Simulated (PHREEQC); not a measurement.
Dissolve 0.26 mol HF, 0.00025 mol H2SiF6, 0.041 mol HBF4 and 4.3e-05 mol HCl per kg of water at 20 °C. Closed to the air; pH follows from the charge balance.

The numbers come from PHREEQC with the ion-association model, phreeqc.dat.

Precipitation was switched off in this run.

Task: What pH, ionic strength, activity of water does the model give?

Result: pH 1.36; ionic strength 0.0515 mol/kgw; activity of water 0.994.

Task: In which forms is F present?

Result: HF 58 %, BF4- 38 %, HF2- 2.2 %, F- 1.2 % of the F.

Complexes and solids missing from the database can't appear. SiF6-2 is the database's only silicon fluoride. Real BF4- forms and hydrolyses slowly; the run takes it at equilibrium.
